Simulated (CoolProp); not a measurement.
A Linde-Hampson liquefier for nitrogen: isothermal reversible compression at 280 K from 1 atm to 40 MPa, throttling to 1 atm, return gas leaving the recuperator 0 K below the feed. Each further row changes one setting.

Values from CoolProp's reference Helmholtz-energy equation of state, Span 2000.

```json
[
 {"case": "as stated", "liquid yield per pass": "…", "compression work (kJ/kg of gas)": "503"},
 {"case": "high pressure 80 MPa", "liquid yield per pass": "…", "compression work (kJ/kg of gas)": "…"},
 {"case": "warm-end temperature 310 K", "liquid yield per pass": "…", "compression work (kJ/kg of gas)": "…"},
 {"case": "warm-end gap 5 K", "liquid yield per pass": "…", "compression work (kJ/kg of gas)": "503"}
]
```

Question: What belongs in the gaps?

Answer: 
- as stated, liquid yield per pass: 0.114
- high pressure 80 MPa, liquid yield per pass: 0.073
- high pressure 80 MPa, compression work (kJ/kg of gas): 588
- warm-end temperature 310 K, liquid yield per pass: 0.083
- warm-end temperature 310 K, compression work (kJ/kg of gas): 561
- warm-end gap 5 K, liquid yield per pass: 0.102
